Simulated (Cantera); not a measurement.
Feed: 1 mol Ta, 0.18 mol CO₂, 4.6 mol H₂, held at 2377 °C and 0.133 bar.

Method: chemical equilibrium by Gibbs-energy minimisation in Cantera with the NASA 1993 tables (ideal gas, pure condensed phases). Candidate condensed phases: C, C₆H₆, C₇H₈, C₈H₁₈, H₂O, Ta, TaC, Ta₂O₅; 113 gas species. Condensed phases not in the tables: Ta₂C, N, O or C dissolved in the metal. Kinetics and transport are ignored.

Base state: H₂ 0.825, H 0.117, CO 0.0348, TaO₂ 0.0117, H₂O 0.00714, TaO 0.00393, OH 0.000246, CO₂ 4.56e-5 (mole fractions); condensed: Ta(s).

Problem. What changes in the equilibrium state with this change: pressure from 0.133 bar to 1.00 mbar?

Solution. 
| species | before | after |
|---|---|---|
| H | 0.117 | 0.720 |
| H₂ | 0.825 | 0.236 |
| CO | 0.0348 | 0.0233 |
| TaO | 0.00393 | 0.0190 |
| TaO₂ | 0.0117 | 0.00205 |
| H₂O | 0.00714 | 7.38e-5 |
| CO₂ | 4.56e-5 | 1.11e-6 |
| O | 2.23e-5 | 0.000108 |
| OH | 0.000246 | 5.49e-5 |
| Ta(s), mol | 0.919 | 0.838 |
